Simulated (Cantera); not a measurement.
Stirred combustor or abatement burner

A perfectly stirred reactor is fed with 7.78 % CH₄, 16.7 % O₂, 75.5 % N₂, equivalence ratio 0.93, at 1.00 bar; it is adiabatic with a 398 K inlet, and is followed from long to short residence time, starting on the burning branch (τ in s: 0.39, 0.14, 0.051, 0.019, 0.0068, 0.0025, 0.0009, 0.00033, 0.00012, 4.3e-05).

Model: GRI-Mech 3.0 (53 species, 325 reactions), integrated in Cantera.

```csv
τ (s),T (K),x CH₄,x O₂,x C₂H₆,x CO,x HCO
0.39,2065,1.93e-6,0.0123,2.36e-12,0.00215,6.92e-9
0.14,2056,4.38e-6,0.0129,1.13e-11,0.00285,1.94e-8
0.051,2040,9.04e-6,0.0137,4.21e-11,0.00415,5.35e-8
0.019,2014,1.76e-5,0.0150,1.31e-10,0.00614,1.44e-7
0.0068,1974,3.54e-5,0.0168,4.09e-10,0.00897,4.01e-7
0.0025,1921,7.25e-5,0.0192,1.32e-9,0.0124,1.06e-6
0.00090,1854,0.000163,0.0224,5.33e-9,0.0165,2.83e-6
0.00033,1774,0.000416,0.0268,3.10e-8,0.0220,7.40e-6
0.00012,1643,0.00195,0.0387,1.05e-6,0.0350,2.18e-5
4.3e-5,398,0.0778,0.167,<1e-12,<1e-12,<1e-12
```
x: mole fraction; the columns are a selection and need not sum to one.
